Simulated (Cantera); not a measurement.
What does this Cantera script print?

```python
import numpy as np
import cantera as ct

gas = ct.Solution("gri30.yaml")
gas.TPX = 1300, 100, {'C2H6': 1, 'N2': 1.9}
reactor = ct.IdealGasConstPressureReactor(gas, energy="off", clone=False)
net = ct.ReactorNet([reactor])
net.rtol, net.atol = 1e-08, 1e-18
show = ['C2H6', 'C2H4', 'HCN', 'C2H', 'CH4', 'H', 'H2']
times = np.geomspace(4e-06, 10, 10)

steps = ct.SolutionArray(gas, extra=["t"])
rows = []
print(f"{'t/s':>10s}{'T/K':>9s}{'P/Pa':>11s}" + "".join(f"{s:>11s}" for s in show))
for t in times:
    while net.time < t:
        t_next = net.step()
        steps.append(gas.state, t=t_next)
    rows.append([np.interp(t, steps.t, y) for y in (steps.T, steps.P, *steps(*show).X.T)])
    print(f"{t:10.3e}{rows[-1][0]:9.1f}{rows[-1][1]:11.4g}" + "".join(f"{x:11.3e}" for x in rows[-1][2:]))
rate = np.gradient(steps.T, steps.t)
print("integrator steps:", len(steps.t))
if steps.T.max() > steps.T[0] + 200:
    print(f"time of steepest temperature rise: {steps.t[rate.argmax()]:.4e} s")
gas.TPX = 1300, 100, {'C2H6': 1, 'N2': 1.9}
gas.equilibrate("TP")
print(f"equilibrium (TP): T = {gas.T:.1f} K  " + "  ".join(f"{s} {gas[s].X[0]:.3e}" for s in show))
```

It prints:

```
       t/s      T/K       P/Pa       C2H6       C2H4        HCN        C2H        CH4          H         H2
 4.000e-06   1300.0        100  3.448e-01  2.235e-13  3.766e-25  4.840e-36  1.511e-10  8.102e-11  2.687e-12
 2.056e-05   1300.0        100  3.448e-01  1.942e-11  5.142e-23  4.404e-32  3.996e-09  3.821e-10  6.665e-11
 1.056e-04   1300.0        100  3.448e-01  2.297e-09  6.926e-21  7.849e-28  1.050e-07  2.631e-09  1.907e-09
 5.429e-04   1300.0        100  3.447e-01  2.953e-07  1.580e-18  8.206e-23  2.738e-06  8.156e-08  2.298e-07
 2.790e-03   1300.0        100  3.443e-01  3.768e-05  4.920e-14  2.474e-17  6.753e-05  2.335e-06  3.578e-05
 1.434e-02   1300.0        100  3.372e-01  3.335e-03  2.517e-10  7.756e-12  1.384e-03  3.048e-05  3.094e-03
 7.368e-02   1300.0        100  2.424e-01  5.863e-02  3.686e-09  1.232e-09  2.666e-02  8.542e-05  4.984e-02
 3.786e-01   1300.0        100  2.731e-02  1.480e-01  8.761e-09  1.127e-08  1.204e-01  1.178e-04  1.540e-01
 1.946e+00   1300.0        100  4.536e-04  1.089e-01  9.363e-09  4.184e-09  1.264e-01  2.403e-05  2.050e-01
 1.000e+01   1300.0        100  8.757e-06  7.504e-02  9.096e-09  9.944e-10  1.224e-01  4.722e-06  2.301e-01
integrator steps: 1247
equilibrium (TP): T = 1300.0 K  C2H6 3.709e-09  C2H4 1.812e-04  HCN 9.346e-02  C2H 3.883e-09  CH4 1.052e-03  H 2.246e-05  H2 4.069e-01
```

Cantera simulation using GRI-Mech 3.0 (53 species, 325 reactions); the numbers are that mechanism's predictions, not measurements. GRI-Mech 3.0 stops at C3 and has no aromatics, soot or wall deposition, so with more carbon than oxygen in the feed, carbon stays in small species such as C2H2 where larger ones or solid carbon would form. Radical loss at walls, strong at low pressure, is not modelled.
